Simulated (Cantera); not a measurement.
Equilibrium for thermal oxidation and active oxidation of silicon: Si + CO2 + H2

A closed system holds: 1 mol Si, 1.4 mol CO2, 3 mol H2, at 0.460 bar.

Equilibrium computed with Cantera from the NASA thermochemical tables; the gas is ideal and each condensed phase is pure. Candidate condensed phases: C, C6H6, C7H8, C8H18, H2O, Si, SiC, SiO2; 123 gas species. The tables hold silica as quartz up to 1696 K and as liquid above; real silica turns to tridymite and cristobalite and melts near 1996 K. Kinetics and transport are ignored.

| T (°C) | x H2 | x CO | x H2O | x CH4 | x CO2 | n C(graphite) | n SiO2(β-quartz) |
|---|---|---|---|---|---|---|---|
| 627 | 0.708 | 0.107 | 0.0843 | 0.0719 | 0.0293 | 0.734 | 1.00 |
| 727 | 0.760 | 0.181 | 0.0250 | 0.0254 | 0.00854 | 0.629 | 1.00 |
| 827 | 0.777 | 0.204 | 0.00654 | 0.00998 | 0.00170 | 0.593 | 1.00 |
| 927 | 0.784 | 0.209 | 0.00196 | 0.00447 | 0.000381 | 0.592 | 1.00 |
| 1027 | 0.787 | 0.210 | 0.000694 | 0.00224 | 0.000105 | 0.595 | 1.00 |
| 1127 | 0.788 | 0.210 | 0.000284 | 0.00123 | 3.50e-5 | 0.597 | 1.000 |
| 1227 | 0.789 | 0.211 | 0.000131 | 0.000735 | 1.35e-5 | 0.598 | 1.000 |
x: gas mole fraction; n: condensed amount in mol.

From 627 °C to 1227 °C the condensed part is C(graphite) + SiO2(β-quartz).
